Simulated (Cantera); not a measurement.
## Adiabatic ignition

An adiabatic, constant-volume homogeneous reactor starts with 15.6 % H2, 6.50 % O2, 77.9 % N2, at 1675 K and 500000 Pa.

Cantera simulation using the H2/O2 subset of GRI-Mech 3.0, which has no nitrogen chemistry; the numbers are that mechanism's predictions, not measurements. The hydrogen kinetics of GRI-Mech 3.0 are dated; newer H2 mechanisms differ, most at raised pressure.

```csv
t (s),T (K),P (bar),x H2,x O2,x H,x H2O2,x H2O,x OH,x O
2.00e-6,1676,5.00,0.155,0.0646,0.000547,5.34e-7,0.000658,7.40e-5,6.87e-5
5.49e-6,2145,6.24,0.0390,0.00848,0.0365,6.47e-7,0.0969,0.0117,0.00783
1.51e-5,2543,7.21,0.0342,0.00316,0.0121,2.63e-7,0.119,0.00913,0.00211
4.13e-5,2685,7.55,0.0303,0.00104,0.00505,1.38e-7,0.130,0.00545,0.000580
0.000113,2713,7.61,0.0295,0.000651,0.00379,1.01e-7,0.132,0.00440,0.000359
0.000311,2714,7.61,0.0295,0.000642,0.00376,9.97e-8,0.132,0.00437,0.000354
0.000854,2714,7.61,0.0295,0.000642,0.00376,9.97e-8,0.132,0.00437,0.000354
0.00234,2714,7.61,0.0295,0.000642,0.00376,9.97e-8,0.132,0.00437,0.000354
0.00643,2714,7.61,0.0295,0.000642,0.00376,9.97e-8,0.132,0.00437,0.000354
0.0176,2714,7.61,0.0295,0.000642,0.00376,9.97e-8,0.132,0.00437,0.000354
0.0484,2714,7.61,0.0295,0.000642,0.00376,9.97e-8,0.132,0.00437,0.000354
0.133,2714,7.61,0.0295,0.000642,0.00376,9.97e-8,0.132,0.00437,0.000354
0.364,2714,7.61,0.0295,0.000642,0.00376,9.97e-8,0.132,0.00437,0.000354
1.00,2714,7.61,0.0295,0.000642,0.00376,9.97e-8,0.132,0.00437,0.000354
```
x: mole fraction; the columns are a selection and need not sum to one.

```yaml
time_of_steepest_temperature_rise: 3.57 µs
temperature at 1.00 s: 2714 K
equilibrium_temperature: 2714 K
x(H2) at 1.00 s: 0.0295 (gas-phase equilibrium 0.0295)
x(O2) at 1.00 s: 0.000642 (gas-phase equilibrium 0.000642)
x(H) at 1.00 s: 0.00376 (gas-phase equilibrium 0.00376)
```
